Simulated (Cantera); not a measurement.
Charge: 1 mol CH3Cl, 1.1 mol CH4, 0.49 mol H2, at 42.0 mbar.

These are equilibrium values from Cantera (NASA tables, ideal gas, pure condensed phases), not measurements of a reactor. Candidate condensed phases: C, C6H6, C7H8, C8H18; 103 gas species. Ions and electrons are included (thermal ionisation). Equilibrium is a limit: real reactors are often held back by kinetics, nucleation or transport.

Q: Which condensed phases are stable at each of these points (T (K)): 2000, 2250, 2500, 2750, 3000, 3250, 3500, 3750, 4000, 4250, 4500, 4750, 5000?

A: 
```
T (K)  condensed phases  C condensed (%)
-----  ----------------  ---------------
2000        C(graphite)             99.7
2250        C(graphite)             98.8
2500        C(graphite)             96.4
2750        C(graphite)             90.8
3000        C(graphite)             74.6
3250           gas only              0.0
3500           gas only              0.0
3750           gas only              0.0
4000           gas only              0.0
4250           gas only              0.0
4500           gas only              0.0
4750           gas only              0.0
5000           gas only              0.0
```

From 2000 K to 3000 K the condensed part is C(graphite). From 3250 K to 5000 K nothing is condensed.
